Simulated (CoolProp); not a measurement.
Properties of R1336mzz(Z) along the isobar 2.37 MPa.

Computed with CoolProp (reference Helmholtz-energy equation of state, McLinden 2020).

```csv
T (K),phase,Z,speed of sound (m/s)
356.3,liquid,0.1084,(withheld)
361.9,liquid,0.1083,426.9
367.6,liquid,0.1084,407.5
373.2,liquid,0.1085,(withheld)
378.9,liquid,0.1088,368.6
384.5,liquid,0.1092,348.9
390.2,liquid,0.1098,(withheld)
395.8,liquid,0.1106,(withheld)
401.5,liquid,0.1117,(withheld)
407.1,liquid,0.1131,264.4
412.8,liquid,0.1150,240.7
418.4,liquid,(withheld),(withheld)
424.1,liquid,0.1211,187.0
```

Task: What belongs in the gaps?

Result: 
- 356.3, speed of sound (m/s): 445.8
- 373.2, speed of sound (m/s): 388.3
- 390.2, speed of sound (m/s): 328.6
- 395.8, speed of sound (m/s): 308.0
- 401.5, speed of sound (m/s): 286.5
- 418.4, Z: 0.1175
- 418.4, speed of sound (m/s): 215.6
